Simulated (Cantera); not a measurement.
Cantera run:

```python
import numpy as np
import cantera as ct

gas_names = """
    O2 CL2
""".split()
cond_names = """
    Ca(L) CaCL2(L) CaO(s)
""".split()


# ... load() reads the species with a 1 bar reference pressure and builds the phases ...
species = {s.name: s for s in load("nasa_gas.yaml", gas_names) + load("nasa_condensed.yaml", cond_names)}
T = 1425
g = {n: (s.thermo.h(T) - T * s.thermo.s(T)) / (ct.gas_constant * T * np.log(10)) for n, s in species.items()}
valid = cond_names  # the entries whose range holds T


def stable(la, lb):
    # potentials (over RT ln 10) of the two non-metals from log10 p(O2) and log10 p(CL2) in bar
    mu = {}
    mu["O"] = (g["O2"] + la) / 2
    mu["Cl"] = (g["CL2"] + lb) / 2
    cost = {}
    for n in valid:
        c = species[n].composition
        cost[n] = (g[n] - sum(c.get(e, 0) * m for e, m in mu.items())) / c["Ca"]
    return min(cost, key=cost.get)


results = []
for lb in [0, -1.2, -2.3, -3.5, -4.6, -5.8, -6.9, -8.1, -9.2, -10.4, -11.5, -12.7, -13.8, -15]:
    row = [stable(la, lb) for la in [-16, -14.9, -13.7, -12.6, -11.4, -10.3, -9.1, -8, -6.9, -5.7, -4.6, -3.4, -2.3, -1.1, 0]]
    results.append(row)
    print(f"{lb:6.1f}  " + " ".join(f"{valid.index(n):x}" for n in row))
print("key: " + ", ".join(f"{i:x} {n}" for i, n in enumerate(valid)))
```

It prints:

```
   0.0  1 1 1 1 1 1 1 1 1 1 1 1 1 1 1
  -1.2  1 1 1 1 1 1 1 1 1 1 1 1 1 1 1
  -2.3  1 1 1 1 1 1 1 1 1 1 1 1 1 1 1
  -3.5  1 1 1 1 1 1 1 1 1 1 1 1 1 1 1
  -4.6  1 1 1 1 1 1 1 1 1 1 1 1 1 2 2
  -5.8  1 1 1 1 1 1 1 1 1 1 1 2 2 2 2
  -6.9  1 1 1 1 1 1 1 1 1 2 2 2 2 2 2
  -8.1  1 1 1 1 1 1 1 2 2 2 2 2 2 2 2
  -9.2  1 1 1 1 1 2 2 2 2 2 2 2 2 2 2
 -10.4  1 1 1 2 2 2 2 2 2 2 2 2 2 2 2
 -11.5  1 2 2 2 2 2 2 2 2 2 2 2 2 2 2
 -12.7  2 2 2 2 2 2 2 2 2 2 2 2 2 2 2
 -13.8  2 2 2 2 2 2 2 2 2 2 2 2 2 2 2
 -15.0  2 2 2 2 2 2 2 2 2 2 2 2 2 2 2
key: 0 Ca(L), 1 CaCL2(L), 2 CaO(s)
```

Standard-state values (1 bar) from the NASA 1993 polynomials, evaluated with Cantera. Not in the tables: oxide halides.
